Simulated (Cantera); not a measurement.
Silicon nitride deposition: trisilylamine + NH₃ + N₂

Input: 1 mol trisilylamine, 0.9 mol NH₃, a varied amount of N₂, at 977 °C and 0.270 bar.

Method: chemical equilibrium by Gibbs-energy minimisation in Cantera with the NASA 1993 tables (ideal gas, pure condensed phases). Candidate condensed phases: Si, Si₃N₄; 18 gas species. The feed counts by its element totals alone. Equilibrium is a limit: real reactors are often held back by kinetics, nucleation or transport.

```
n(N₂) (mol)  log p H₂  log p N₂  log p NH₃  log p H  n Si₃N₄(s)
-----------  --------  --------  ---------  -------  ----------
1.2             -0.58     -2.17      -5.77    -6.61        1.00
1.7             -0.61     -1.57      -5.52    -6.62        1.00
2.4             -0.66     -1.30      -5.45    -6.65        1.00
3.4             -0.72     -1.11      -5.44    -6.67        1.00
4.8             -0.78     -0.98      -5.48    -6.71        1.00
6.7             -0.86     -0.88      -5.55    -6.75        1.00
9.5             -0.96     -0.80      -5.65    -6.79        1.00
13              -1.05     -0.74      -5.76    -6.84        1.00
19              -1.18     -0.69      -5.93    -6.90        1.00
27              -1.30     -0.66      -6.10    -6.97        1.00
38              -1.43     -0.63      -6.28    -7.03        1.00
54              -1.57     -0.61      -6.48    -7.10        1.00
```
log p: log10 of the partial pressure in bar; n: condensed amount in mol.

From 1.2 mol N₂ to 54 mol N₂ the condensed part is Si₃N₄(s).
